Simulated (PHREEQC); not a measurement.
0.013 g of hydrous ferric oxide (600 m²/g; 0.2 weak and 0.005 strong sites per Fe, Dzombak-Morel constants, diffuse double layer) in 1 kg of water with 0.1 mol/kgw of an inert sodium salt and 7.3e-06 mol CaCl2, at 25 °C; the pH is set by adding NaOH or the inert anion's acid. Oxygen alone is held at its pressure in air (log pO2 = -0.68). CO2 from the air is kept out. Precipitation was switched off in this run.

The series has 13 steps of pH, from 4 to 10.

All values are PHREEQC results (ion-association model, wateq4f.dat), not measurements.

Q: Near which pH is half of the Ca sorbed, and on which side is more sorbed?

A: Near pH 9.8, with more sorbed at higher pH.

Species that the database lacks are ignored.
